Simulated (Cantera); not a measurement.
Charge: 1 mol SiC, 0.031 mol O₂, 2.5 mol H₂, 0.16 mol N₂O, held at 1.40 mbar.

Cantera equilibrium calculation (NASA polynomials, part measured and part estimated; ideal gas, pure solids and liquids). Candidate condensed phases: C, C₆H₆, C₇H₈, C₈H₁₈, H₂O, Si, SiC, SiO₂, Si₂N₂O, Si₃N₄; 151 gas species. Gases not in the tables: Si₂H₆ and higher silanes. The numbers say what is thermodynamically allowed, not how fast it happens.

Over these rows the condensed part is SiC(s). Partial pressures as log10 of bar:

```tsv
T (K)	1000/T (1/K)	log p Si	log p H₂	log p N₂	log p CO	log p SiO
1675	0.5970	-7.02	-2.92	-4.11	-4.27	-4.27
1750	0.5714	-6.39	-2.92	-4.11	-4.27	-4.27
1825	0.5479	-5.81	-2.92	-4.11	-4.27	-4.28
1900	0.5263	-5.28	-2.93	-4.12	-4.25	-4.30
1975	0.5063	-4.83	-2.94	-4.12	-4.22	-4.35
2050	0.4878	?	-2.95	-4.14	-4.16	-4.48
```

Q: Fit log p(Si) = a + b·(1000/T) to the five rows, give the apparent enthalpy, and predict the row at 2050 K.

A: Means: 1000/T = 0.5498, log p = -5.866. Sxy = -0.124731, Sxx = 0.0051425, so b = -24.25 and a = -5.866 − (-24.25)×0.5498 = 7.47.
Apparent enthalpy: −19.145 × (-24.25) = 464 kJ/mol. With the condensed phases at unit activity, 1/2 SiC(s) + 1/2 SiO(g) = Si(g) + 1/2 CO(g) links this pressure to the main gases: over the six rows their terms move log p by -0.16 in all, so the slope isn't that reaction's ΔH° alone. The five rows lie within 0.02 of the line.
Prediction at 2050 K: 7.47 + (-24.25)×0.4878 = -4.36. The computed value is -4.46, 0.10 from the line.
